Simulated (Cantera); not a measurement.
A perfectly stirred reactor is fed with CH4 : H2 = 1 : 1.5 (molar parts), at 101000 Pa; it is held at 1975 K, and followed from long to short residence time.

Model: GRI-Mech 3.0 (53 species, 325 reactions), integrated in Cantera. GRI-Mech 3.0 stops at C3 and has no aromatics, soot or wall deposition, so with more carbon than oxygen in the feed, carbon stays in small species such as C2H2 where larger ones or solid carbon would form.

```tsv
quantity	before	after
x(CH4) at τ = 0.530 s	0.00901	0.00544
x(H2) at τ = 0.530 s	0.850	0.951
x(C2H4) at τ = 0.530 s	0.000929	0.000313
x(C2H2) at τ = 0.530 s	0.139	0.0418
x(CH3) at τ = 0.530 s	0.000262	0.000150
x(CH4) at τ = 22.0 ms	0.0362	0.0197
x(H2) at τ = 22.0 ms	0.832	0.943
x(C2H4) at τ = 22.0 ms	0.001000	0.000302
x(C2H2) at τ = 22.0 ms	0.129	0.0351
x(CH3) at τ = 22.0 ms	0.00102	0.000535
```

### Question
Which change was made?
A) temperature 1975 to 1850 K
B) H2 1.5 to 9.2 parts
C) temperature 1975 to 1925 K
D) pressure from 101000 Pa to 2200 Pa

### Answer
B, H2 1.5 to 9.2 parts
